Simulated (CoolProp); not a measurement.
Saturated liquid density (kg/m³) of c-C4F8 (RC318): the reference equation beside estimates from Tc = 388.4 K, pc = 2778 kPa, ω = 0.355. Rackett uses Z = 0.29056 − 0.08775 ω.

Model: reference Helmholtz-energy equation of state, Platzer 1990, in CoolProp. This equation is an older, rougher fit; its heat capacities, sound speeds and derivatives of the liquid may be far off and weren't checked against measurements.

```tsv
T (K)	reference	Rackett	Peng-Robinson
285.1	1549	…	1649
297.3	1502	1618	1591
309.5	1451	1561	…
321.8	1396	1499	1454
334	…	1432	…
346.2	1268	1357	…
358.4	1188	1269	1162
370.6	…	1160	1018
```

### Question
Complete the blanks.

### Answer

- 285.1, Rackett: 1672
- 309.5, Peng-Robinson: 1527
- 334, reference: 1336
- 334, Peng-Robinson: 1372
- 346.2, Peng-Robinson: 1276
- 370.6, reference: 1086

Absolute difference from the reference over all 8 rows, mean and median: Rackett 7.3 and 7.3 %, Peng-Robinson 4.2 and 4.7 %.
